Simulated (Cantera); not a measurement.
An isothermal, constant-pressure homogeneous reactor starts with 58.0 % NH3, 41.8 % H2, 0.163 % N2, at 1650 K and 20.0 Torr.

Detailed kinetics in Cantera: the gas-phase N/H chemistry of the illustrative SiF4/NH3 mechanism in the Surface Chemkin manual (1991). Walls and surfaces, which speed up NH3 decomposition in real reactors, are not modelled.

One state of this run: x NH3 = 0.163; x H2 = 0.704; x N = 4.89e-8; x NH = 7.51e-7; x H = 0.000120; x N2H4 = 1.84e-9. x: mole fraction; the columns are a selection and need not sum to one.

Problem. Which value of t (s) does it belong to?
A. 0.110
B. 68.4
C. 0.0375
D. 0.00438

Solution. B, 68.4
